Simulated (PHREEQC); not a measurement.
Consider water at 25 °C with 0.0099 mol/kgw KH2PO4 and 0.019 mol/kgw Na2CO3. Closed to the air; pH follows from the charge balance.

Computed with PHREEQC (ion-association model, wateq4f.dat).

The pH is 9.90 and the ionic strength is 0.0620 mol/kgw. The total alkalinity is 38.0 meq/kg.

| species | molality | activity | log γ |
|---|---|---|---|
| Na+ | 0.0356 | 0.0288 | -0.091 |
| HCO3- | 0.00995 | 0.00813 | -0.088 |
| K+ | 0.00982 | 0.00784 | -0.098 |
| HPO4-2 | 0.00943 | 0.00411 | -0.361 |
| CO3-2 | 0.00690 | 0.00307 | -0.352 |
| NaCO3- | 0.00202 | 0.00165 | -0.088 |
| NaHPO4- | 0.000283 | 0.000231 | -0.088 |
| NaHCO3 | 0.000130 | 0.000132 | 0.006 |
| OH- | 0.000101 | 8.04e-5 | -0.099 |

This is a speciation only: nothing precipitates in the calculation. Complexes and solids missing from the database can't appear. H3PO4, which wateq4f.dat lacks, is added to it with the constant of phreeqc.dat.
